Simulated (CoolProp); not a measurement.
CH3F (R41) along the isotherm 65.05 °C: fugacity coefficient from the reference equation and from simpler models built on Tc = 44.1 °C, pc = 5.906 MPa, ω = 0.200; each cubic takes its own stable root.

Values from CoolProp's reference Helmholtz-energy equation of state, Lemmon 2006. It is a short technical equation, of lower accuracy than the large ones.

```csv
p (MPa),phase,reference,van der Waals,Peng-Robinson
0.0934,gas,0.9950,0.9960,0.9951
0.145,gas,0.9922,0.9938,0.9924
0.226,gas,0.9878,0.9903,0.9881
0.353,gas,0.9810,0.9848,0.9815
0.549,gas,0.9706,0.9764,0.9713
0.855,gas,0.9544,0.9634,0.9555
1.33,gas,0.9296,0.9431,0.9312
2.07,gas,0.8918,0.9117,0.8942
3.23,gas,0.8340,0.8625,0.8379
5.02,gas,0.7483,0.7860,0.7543
7.82,supercritical,0.6195,0.6561,0.6296
12.2,supercritical,0.4587,0.5051,0.4795
19,supercritical,0.3444,0.4103,0.3712
29.5,supercritical,0.2744,0.3663,0.3054
```
